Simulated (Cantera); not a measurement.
A Cantera script and its output.

```python
import numpy as np
import cantera as ct

gas = ct.Solution("gri30.yaml")
gas.TPX = 1500, 101325, {'H2': 1, 'O2': 0.227, 'N2': 0.855}
reactor = ct.IdealGasReactor(gas, energy="on", clone=False)
net = ct.ReactorNet([reactor])
net.rtol, net.atol = 1e-08, 1e-16
show = ['H2', 'O2', 'NO', 'H2O', 'H', 'H2O2', 'N2O']
times = np.geomspace(1e-05, 0.3, 13)

steps = ct.SolutionArray(gas, extra=["t"])
rows = []
print(f"{'t/s':>10s}{'T/K':>9s}{'P/Pa':>11s}" + "".join(f"{s:>11s}" for s in show))
for t in times:
    while net.time < t:
        t_next = net.step()
        steps.append(gas.state, t=t_next)
    rows.append([np.interp(t, steps.t, y) for y in (steps.T, steps.P, *steps(*show).X.T)])
    print(f"{t:10.3e}{rows[-1][0]:9.1f}{rows[-1][1]:11.4g}" + "".join(f"{x:11.3e}" for x in rows[-1][2:]))
rate = np.gradient(steps.T, steps.t)
print("integrator steps:", len(steps.t))
if steps.T.max() > steps.T[0] + 200:
    print(f"time of steepest temperature rise: {steps.t[rate.argmax()]:.4e} s")
gas.TPX = 1500, 101325, {'H2': 1, 'O2': 0.227, 'N2': 0.855}
gas.equilibrate("UV")
print(f"equilibrium (UV): T = {gas.T:.1f} K  " + "  ".join(f"{s} {gas[s].X[0]:.3e}" for s in show))
```

Result:

```
       t/s      T/K       P/Pa         H2         O2         NO        H2O          H       H2O2        N2O
 1.000e-05   1504.7  1.016e+05  4.748e-01  1.069e-01  1.800e-10  3.794e-03  3.374e-03  1.079e-06  2.398e-10
 2.361e-05   2217.0  1.446e+05  2.280e-01  2.142e-03  1.293e-05  2.004e-01  1.228e-01  2.278e-07  1.039e-08
 5.574e-05   2723.4  1.716e+05  2.588e-01  8.330e-04  7.015e-05  2.148e-01  6.801e-02  1.046e-07  2.942e-08
 1.316e-04   2908.4  1.809e+05  2.694e-01  4.469e-04  2.695e-04  2.221e-01  4.825e-02  9.543e-08  6.075e-08
 3.107e-04   2915.8  1.812e+05  2.703e-01  4.229e-04  6.962e-04  2.222e-01  4.708e-02  9.352e-08  6.675e-08
 7.336e-04   2913.6  1.811e+05  2.709e-01  4.137e-04  1.234e-03  2.218e-01  4.682e-02  9.199e-08  7.654e-08
 1.732e-03   2912.9   1.81e+05  2.711e-01  4.105e-04  1.422e-03  2.217e-01  4.673e-02  9.146e-08  8.125e-08
 4.089e-03   2912.8   1.81e+05  2.711e-01  4.104e-04  1.428e-03  2.217e-01  4.673e-02  9.144e-08  8.140e-08
 9.655e-03   2912.8   1.81e+05  2.711e-01  4.104e-04  1.428e-03  2.217e-01  4.673e-02  9.144e-08  8.140e-08
 2.280e-02   2912.8   1.81e+05  2.711e-01  4.104e-04  1.428e-03  2.217e-01  4.673e-02  9.144e-08  8.140e-08
 5.382e-02   2912.8   1.81e+05  2.711e-01  4.104e-04  1.428e-03  2.217e-01  4.673e-02  9.144e-08  8.140e-08
 1.271e-01   2912.8   1.81e+05  2.711e-01  4.104e-04  1.428e-03  2.217e-01  4.673e-02  9.144e-08  8.140e-08
 3.000e-01   2912.8   1.81e+05  2.711e-01  4.104e-04  1.428e-03  2.217e-01  4.673e-02  9.144e-08  8.140e-08
integrator steps: 1160
time of steepest temperature rise: 1.4254e-05 s
equilibrium (UV): T = 2912.8 K  H2 2.711e-01  O2 4.104e-04  NO 1.428e-03  H2O 2.217e-01  H 4.673e-02  H2O2 9.144e-08  N2O 8.140e-08
```

Detailed kinetics in Cantera: GRI-Mech 3.0 (53 species, 325 reactions).
